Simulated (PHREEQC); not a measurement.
Synthetic water in mg/kgw, 25 °C, pH 6.02, pe 10.5:

```csv
constituent,mg/kgw
Na,1.33
K,1.64
Ca,0.384
Mg,0.858
Cl,1.59
S(6) as SO4,0.985
Alkalinity as HCO3,4.62
Cu(2),0.0245
```

Valence states are taken as typed.

All values are PHREEQC results (ion-association model, wateq4f.dat), not measurements.

This is a speciation only: nothing precipitates in the calculation.

Question: Estimate the charge-balance error.

Answer: charge-balance error 14.8 %.

Question: In which forms is Cu present?

Answer: Cu+2 92 %, CuHCO3+ 3.3 %, Cu(OH)2 2.0 %, CuCO3 1.7 %, CuOH+ 0.9 % of the Cu.

Species that the database lacks are ignored.
